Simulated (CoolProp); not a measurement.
Saturation properties of CH2F2 (R32).

The numbers come from the reference Helmholtz-energy equation of state, Tillner-Roth 1997 in CoolProp.

| T (K) | p (MPa) | enthalpy of vaporisation (kJ/kg) | liquid viscosity (µPa s) |
|---|---|---|---|
| 234.9 | 0.1919 | 366.8 | 249 |
| 238 | 0.2199 | 363.1 | 239 |
| 241.2 | 0.2521 | 359.2 | 229 |
| 244.3 | 0.2867 | 355.4 | 220 |
| 247.5 | 0.3261 | 351.4 | 211 |
| 250.7 | 0.3695 | 347.3 | 202 |
| 253.8 | 0.4158 | 343.2 | 194 |
| 257 | 0.4681 | 338.9 | 187 |
| 260.1 | 0.5234 | 334.6 | 179 |
| 263.3 | 0.5857 | 330.0 | 172 |

It boils at 221.5 K under 1 atm.

Viscosity comes from a separate model (Bell 2016), an estimate that may be off by 10 % or more.
